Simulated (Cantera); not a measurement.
# Adiabatic ignition

An adiabatic, constant-pressure homogeneous reactor starts with CH4 : O2 : N2 = 1 : 1.43 : 5.37 (molar parts), at 1725 K and 100000 Pa.

Detailed kinetics in Cantera: GRI-Mech 3.0 (53 species, 325 reactions).

| t (s) | T (K) | x CH4 | x O2 | x C2H6 | x CH2O | x CH2 | x CH2CO | x C2H2 |
|---|---|---|---|---|---|---|---|---|
| 2.00e-6 | 1725 | 0.128 | 0.183 | 5.95e-10 | 1.49e-7 | 2.22e-11 | <1e-12 | <1e-12 |
| 5.97e-6 | 1725 | 0.128 | 0.183 | 1.96e-8 | 1.60e-6 | 1.34e-10 | <1e-12 | 3.43e-12 |
| 1.78e-5 | 1725 | 0.128 | 0.183 | 6.65e-7 | 1.79e-5 | 1.24e-9 | 7.29e-11 | 4.60e-10 |
| 5.32e-5 | 1725 | 0.127 | 0.183 | 2.79e-5 | 0.000228 | 1.99e-8 | 3.65e-8 | 7.70e-8 |
| 0.000159 | 1788 | 0.106 | 0.169 | 0.00115 | 0.00391 | 2.73e-6 | 0.000119 | 8.84e-5 |
| 0.000474 | 2822 | <1e-12 | 0.00449 | <1e-12 | 1.92e-9 | <1e-12 | <1e-12 | <1e-12 |
| 0.00141 | 2829 | <1e-12 | 0.00394 | <1e-12 | 2.04e-9 | <1e-12 | <1e-12 | <1e-12 |
| 0.00422 | 2826 | <1e-12 | 0.00380 | <1e-12 | 2.06e-9 | <1e-12 | <1e-12 | <1e-12 |
| 0.0126 | 2826 | <1e-12 | 0.00379 | <1e-12 | 2.06e-9 | <1e-12 | <1e-12 | <1e-12 |
| 0.0376 | 2826 | <1e-12 | 0.00379 | <1e-12 | 2.06e-9 | <1e-12 | <1e-12 | <1e-12 |
| 0.112 | 2826 | <1e-12 | 0.00379 | <1e-12 | 2.06e-9 | <1e-12 | <1e-12 | <1e-12 |
| 0.335 | 2826 | <1e-12 | 0.00379 | <1e-12 | 2.06e-9 | <1e-12 | <1e-12 | <1e-12 |
| 1.00 | 2826 | <1e-12 | 0.00379 | <1e-12 | 2.06e-9 | <1e-12 | <1e-12 | <1e-12 |
x: mole fraction; the columns are a selection and need not sum to one.

The time of steepest temperature rise is 0.196 ms. The temperature at 1.00 s is 2826 K. The equilibrium temperature is 2826 K, the x(CH4) at 1.00 s is <1e-12 (gas-phase equilibrium <1e-12) and the x(O2) at 1.00 s comes out as 0.00379 (gas-phase equilibrium 0.00379). The x(C2H6) at 1.00 s comes out as <1e-12 (gas-phase equilibrium <1e-12).
